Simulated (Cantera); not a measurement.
A closed system holds: 1 mol Si, a varied amount of HCl, 0.64 mol N₂, held at 1500 °C and 57.0 Pa.

These are equilibrium values from Cantera (NASA tables, ideal gas, pure condensed phases), not measurements of a reactor. Candidate condensed phases: NH₄Cl, Si, Si₃N₄; 28 gas species. The tables' values for SiCl₃, SiCl, SiN are old estimates; treat these amounts as uncertain. Rates play no part.

x: gas mole fraction; n: condensed amount in mol.

```json
[
 {"n(HCl) (mol)": "1.6", "x HCl": "0.153", "x H₂": "0.274", "x SiCl₂": "0.273", "x N₂": "0.283", "x Cl": "0.00267", "x H": "0.00624", "x Si": "0.00374", "n Si(l)": "0.365"},
 {"n(HCl) (mol)": "2", "x HCl": "0.162", "x H₂": "0.291", "x SiCl₂": "0.290", "x N₂": "0.240", "x Cl": "0.00275", "x H": "0.00643", "x Si": "0.00374", "n Si(l)": "0.207"},
 {"n(HCl) (mol)": "2.5", "x HCl": "0.170", "x H₂": "0.306", "x SiCl₂": "0.305", "x N₂": "0.202", "x Cl": "0.00282", "x H": "0.00659", "x Si": "0.00374", "n Si(l)": "0.00942"},
 {"n(HCl) (mol)": "3.1", "x HCl": "0.288", "x H₂": "0.265", "x SiCl₂": "0.261", "x N₂": "0.170", "x Cl": "0.00513", "x H": "0.00613", "x Si": "0.000967", "n Si(l)": "0"},
 {"n(HCl) (mol)": "3.8", "x HCl": "0.394", "x H₂": "0.225", "x SiCl₂": "0.220", "x N₂": "0.143", "x Cl": "0.00761", "x H": "…", "x Si": "0.000371", "n Si(l)": "0"},
 {"n(HCl) (mol)": "4.8", "x HCl": "0.498", "x H₂": "0.186", "x SiCl₂": "0.179", "x N₂": "0.117", "x Cl": "0.0106", "x H": "0.00514", "x Si": "0.000156", "n Si(l)": "0"},
 {"n(HCl) (mol)": "5.9", "x HCl": "0.576", "x H₂": "0.157", "x SiCl₂": "0.148", "x N₂": "0.0971", "x Cl": "0.0133", "x H": "…", "x Si": "8.19e-5", "n Si(l)": "0"},
 {"n(HCl) (mol)": "7.4", "x HCl": "0.646", "x H₂": "0.131", "x SiCl₂": "0.120", "x N₂": "0.0789", "x Cl": "0.0164", "x H": "…", "x Si": "4.37e-5", "n Si(l)": "0"}
]
```

Task: What belongs in the gaps?

Result: 
- 3.8, x H: 0.00566
- 5.9, x H: 0.00473
- 7.4, x H: 0.00431
